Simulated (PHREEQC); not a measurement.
A solution holds 0.0014 mol/kgw CuCl2, 0.00023 mol/kgw HBF4 and 0.011 mol/kgw KCl, at 92 °C. Closed to the air; pH follows from the charge balance.

Computed with PHREEQC (ion-association model, wateq4f.dat).

```csv
quantity,before,after
pH,3.50,3.45
ionic strength (mol/kgw),0.0149,0.0151
Cu+2 (mol/kgw),0.00106,0.00115
HF (mol/kgw),0.000558,0.000523
F- (mol/kgw),0.000352,0.000387
CuCl+ (mol/kgw),0.000329,0.000242
SI of Tenorite (CuO),-1.78,-2.14
SI of Atacamite (Cu2(OH)3Cl),-2.68,-3.10
```

### Question
Name the change that produced these shifts.
(A) KCl from 0.011 to 0.0165 mol/kgw
(B) temperature from 92 to 80 °C
(C) diluted 2-fold with water

### Answer
B, temperature from 92 to 80 °C

Precipitation was switched off in this run. Constants without temperature data keep their 25 °C values here. Real BF4- forms and hydrolyses slowly; the run takes it at equilibrium.
